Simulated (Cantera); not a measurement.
An isothermal, constant-pressure homogeneous reactor starts with 35.7 % N2O, 0.0785 % H2, 64.2 % N2, at 1350 K and 1280 Torr.

Detailed kinetics in Cantera: GRI-Mech 3.0 (53 species, 325 reactions). GRI-Mech 3.0 was tuned for natural gas; its chemistry of N2O as a main component is partial and can be far from experiment. The mechanism lacks the step 2 NO + O2 → 2 NO2, which can matter for NO2 below about 1400 K. The temperature is held fixed by assumption; the heat of reaction is taken as removed at once.

One state of this run: x N2O = 0.311; x H2 = 1.39e-7; x NO = 0.00607; x O2 = 0.0158; x O = 1.18e-5. x: mole fraction; the columns are a selection and need not sum to one.

### Question
Which value of t (s) does it belong to?
A) 0.0956
B) 0.437
C) 0.00978
D) 0.935

### Answer
C, 0.00978
